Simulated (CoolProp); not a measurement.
Vapour-liquid equilibrium of neopentane (1) + n-pentane (2) at 31.25 °C; x and y are mole fractions of (1).

Computed with CoolProp (multi-fluid Helmholtz-energy mixture model, Lemmon 2006 and Thol 2019; pair parameters Bell 2016).

| x | bubble pressure, mixture model (MPa) | bubble pressure, Raoult's law (MPa) | y, mixture model | y, Raoult's law |
|---|---|---|---|---|
| 0.05 | 0.09201 | 0.09186 | … | 0.113 |
| 0.2 | … | 0.1103 | 0.372 | 0.378 |
| 0.35 | … | 0.1287 | 0.558 | 0.567 |
| 0.5 | 0.1476 | 0.1471 | … | 0.709 |
| 0.65 | … | 0.1655 | … | 0.819 |
| 0.8 | 0.1840 | 0.1839 | 0.899 | 0.907 |
| 0.95 | 0.2023 | 0.2023 | … | 0.979 |

Problem. Complete the blanks.

Solution. 
- 0.05, y, mixture model: 0.112
- 0.2, bubble pressure, mixture model (MPa): 0.1107
- 0.35, bubble pressure, mixture model (MPa): 0.1293
- 0.5, y, mixture model: 0.698
- 0.65, bubble pressure, mixture model (MPa): 0.1658
- 0.65, y, mixture model: 0.808
- 0.95, y, mixture model: 0.977

The largest gap from Raoult's law is +0.5 % in bubble pressure, at x = 0.35. No azeotrope shows between x = 0.05 and 0.95.

The pair parameters rest on a limited set of measurements; away from them the model extrapolates.
